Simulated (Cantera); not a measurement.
Input: 1 mol CH3F, 0.021 mol CH4, at 3300 K and 0.133 bar.

Equilibrium computed with Cantera from the NASA thermochemical tables; the gas is ideal and each condensed phase is pure. Candidate condensed phases: C, C6H6, C7H8, C8H18; 95 gas species. Equilibrium is a limit: real reactors are often held back by kinetics, nucleation or transport.

Base state: H 0.394, HF 0.350, H2 0.155, C3 0.0423, C2H2 (acetylene) 0.0212, C2H 0.0137, F 0.00903, C 0.00508 (mole fractions); condensed: C(graphite).

Problem. What changes in the equilibrium state with this change: pressure from 0.133 bar to 63.0 mbar?

Solution. 
| species | before | after |
|---|---|---|
| H | 0.394 | 0.455 |
| HF | 0.350 | 0.305 |
| H2 | 0.155 | 0.0976 |
| C | 0.00508 | 0.0102 |
| C3 | 0.0423 | 0.0759 |
| C2H2 (acetylene) | 0.0212 | 0.0120 |
| F | 0.00903 | 0.0144 |
| C2H | 0.0137 | 0.0141 |
| C6H2 | 7.42e-5 | 3.35e-5 |
| C4H2 | 0.00121 | 0.000612 |
| C2 | 0.00456 | 0.00864 |
| C(graphite), mol | 0.387 | 0 |
